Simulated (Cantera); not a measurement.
A closed system holds: 1 mol FeS₂, 11 mol H₂, at 300000 Pa.

Cantera equilibrium calculation (NASA polynomials, part measured and part estimated; ideal gas, pure solids and liquids). Candidate condensed phases: Fe, FeS, FeS₂, S; 8 gas species. FeS: taken at fixed stoichiometry. Equilibrium is a limit: real reactors are often held back by kinetics, nucleation or transport. All values below are at 1800 K.

Base state: H₂ 0.912, H₂S 0.0837, S₂ 0.00240, SH 0.00204, H 0.000197, S 2.10e-5 (mole fractions); condensed: FeS(l).

Task: What changes in the equilibrium state with this change: H₂ from 11 to 85 mol?

Result: 
| species | before | after |
|---|---|---|
| H₂ | 0.912 | 0.977 |
| H₂S | 0.0837 | 0.0222 |
| SH | 0.00204 | 0.000523 |
| S₂ | 0.00240 | 0.000147 |
| S | 2.10e-5 | 5.20e-6 |
| H | 0.000197 | 0.000204 |
| FeS(l), mol | 1.000 | 0.0421 |
| Fe(δ), mol | 0 | 0.957 |
Metal and sulfide melt together well below either melting point, which pure phases cannot show. Mutual solubility and eutectic melting of coexisting phases are not modelled.

Task: What changes in the equilibrium state with this change: pressure from 300000 Pa to 133 Pa?

Result: 
```
species        before    after
-----------  --------  -------
H₂              0.912    0.875
S₂            0.00240   0.0687
Fe            2.43e-6   0.0221
H₂S            0.0837  0.00906
SH            0.00204   0.0107
S             2.10e-5  0.00533
H            0.000197  0.00917
FeS(l), mol     1.000        0
Fe(δ), mol          0    0.728
```
